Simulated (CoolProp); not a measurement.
Vapour-liquid equilibrium of n-hexane (1) + m-xylene (2) at 76.4 kPa; x and y are mole fractions of (1).

The numbers come from the multi-fluid Helmholtz-energy mixture model, Thol 2019 and Zhou 2012; pair parameters Bell 2016 in CoolProp.

```
x     bubble temperature, mixture model (°C)  bubble temperature, Raoult's law (°C)  y, mixture model  y, Raoult's law
----  --------------------------------------  -------------------------------------  ----------------  ---------------
0.05                                   119.9                                  120.2             0.262            0.263
0.15                                   104.3                                  106.5             0.593            0.570
0.25                                    92.3                                   96.2             0.761            0.731
0.35                                    83.5                                   88.2             0.849            0.825
0.45                                    77.2                                   81.8             0.898            0.884
0.55                                    72.5                                   76.4             0.927            0.923
0.65                                    69.0                                   71.8             0.948            0.950
0.75                                    66.2                                   67.9             0.963            0.970
0.85                                    63.7                                   64.5             0.977            0.984
0.95                                    61.3                                   61.4             0.992            0.995
```

The largest gap from Raoult's law is -4.7 K in bubble temperature, at x = 0.35. No azeotrope shows between x = 0.05 and 0.95.

Pair parameters are fitted to limited data, so mixtures are less certain than the pure fluids.
